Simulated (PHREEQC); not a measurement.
Solution (5 °C): 1.7 mmol/kgw CdCl2, 140 mmol/kgw H3BO3 and 0.18 mmol/kgw MnSO4. Closed to the air; pH follows from the charge balance.

Model: ion-association model, phreeqc.dat, run in PHREEQC.

* **pH**: 5.13
* **ionic strength**: 0.00513 mol/kgw

```csv
species,molality,activity,log γ
H3BO3,0.140,0.140,0.001
Cl-,0.00311,0.00288,-0.033
Cd+2,0.00138,0.00103,-0.129
CdCl+,0.000284,0.000264,-0.032
Mn+2,0.000177,0.000133,-0.124
SO4-2,0.000149,0.000111,-0.127
CdSO4,2.89e-5,2.90e-5,0.001
H2BO3-,7.95e-6,7.38e-6,-0.032
H+,7.90e-6,7.39e-6,-0.029
CdCl2,2.93e-6,2.93e-6,0.001
```

Precipitation was switched off in this run. Constants without temperature data keep their 25 °C values here.
